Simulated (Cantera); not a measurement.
A freely propagating, adiabatic, planar premixed flame of H₂ : O₂ : N₂ = 1 : 0.357 : 1.34 (molar parts), equivalence ratio 1.4, unburnt at 723 K and 143 Torr; mixture-averaged transport, grid criteria slope 0.08 and curve 0.16, no radiation.

Model: the H2/O2 subset of GRI-Mech 3.0, which has no nitrogen chemistry, integrated in Cantera. Burning velocities carry a grid error of a few per cent, more on coarse grids.

Question: What does this change do: N2 1.34 to 1 parts?

Answer: 
| quantity | before | after |
|---|---|---|
| laminar burning velocity | 1030 cm/s | 1220 cm/s |
| thermal thickness | 4.44 mm | 4.04 mm |
| peak x(H) | 0.127 | 0.150 |
| peak x(O) | 0.0114 | 0.0145 |
| peak x(H₂O₂) | 8.03e-7 | 9.95e-7 |
| peak x(OH) | 0.0158 | 0.0221 |

Question: What does this change do: inlet temperature 723 to 475 K?

Answer: 
```csv
quantity,before,after
laminar burning velocity,1030 cm/s,489 cm/s
thermal thickness,4.44 mm,3.66 mm
peak x(H),0.127,0.109
peak x(O),0.0114,0.00893
peak x(H₂O₂),8.03e-7,6.97e-6
peak x(OH),0.0158,0.0120
```
